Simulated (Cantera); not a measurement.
Feed: 1 mol SiF4, 0.016 mol C2H2, 4.9 mol H2, at 1248.15 K and 1.50 mbar.

These are equilibrium values from Cantera (NASA tables, ideal gas, pure condensed phases), not measurements of a reactor. Candidate condensed phases: C, C6H6, C7H8, C8H18, Si, SiC; 113 gas species. The tables' values for SiF3, SiF2 are old estimates; treat these amounts as uncertain. Kinetics and transport are ignored.

Base state: H2 0.825, SiF4 0.164, HF 0.00630, SiF3 0.00343, SiHF3 0.00119, SiF2 6.94e-5, CH4 1.14e-5, H 1.10e-5 (mole fractions); condensed: C(graphite) + SiC(s).

Task: What changes in the equilibrium state with this change: SiF4 replaced by SiCl4?

Result: 
```json
[
 {"species": "H2", "before": "0.825", "after": "0.622"},
 {"species": "HCl", "before": "0", "after": "0.232"},
 {"species": "SiCl2", "before": "0", "after": "0.0955"},
 {"species": "SiF4", "before": "0.164", "after": "0"},
 {"species": "SiCl4", "before": "0", "after": "0.0281"},
 {"species": "SiCl3", "before": "0", "after": "0.0193"},
 {"species": "HF", "before": "0.00630", "after": "0"},
 {"species": "SiF3", "before": "0.00343", "after": "0"},
 {"species": "SiHCl3", "before": "0", "after": "0.00266"},
 {"species": "C(graphite), mol", "before": "0.0297", "after": "0"},
 {"species": "SiC(s), mol", "before": "0.00227", "after": "0.0320"}
]
```
The tables' values for SiCl3 are old estimates; treat these amounts as uncertain.
